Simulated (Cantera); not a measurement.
A diamond (100) surface in a fixed gas of H2 with x(CH4) = 0.01, x(H) = 0.0019, x(CH3) = 0.00035, at 1223 K; coverages are run to steady state.

Cantera simulation using the Harris–Goodwin 1993 mechanism for the reconstructed diamond (100) surface; the numbers are that mechanism's predictions, not measurements.

θ: site fractions in the mechanism's names (c6HH fully hydrogenated, c6H* and c6*H radical sites, c6** diradical, c6HM methylated).

```csv
P (Pa),growth (µm/h),θ c6HH,θ c6H*,θ c6*H,θ c6**,θ c6HM
750,0.215,0.438,0.0401,0.491,0.0275,…
1100,0.345,0.438,0.0401,0.491,0.0275,…
1600,0.556,0.438,0.0401,0.491,0.0274,…
2400,0.954,0.437,0.0400,0.490,0.0274,…
3600,1.68,0.437,0.0400,0.490,0.0274,…
5400,3.06,0.436,0.0399,0.489,0.0273,…
7900,5.47,0.435,0.0398,0.487,0.0272,…
12000,10.5,0.434,0.0397,0.485,0.0271,…
```

**Question.** What belongs in the gaps?

**Answer.** 
- 750, θ c6HM: 0.000554
- 1100, θ c6HM: 0.000813
- 1600, θ c6HM: 0.00118
- 2400, θ c6HM: 0.00174
- 3600, θ c6HM: 0.00256
- 5400, θ c6HM: 0.00372
- 7900, θ c6HM: 0.00521
- 12000, θ c6HM: 0.00739
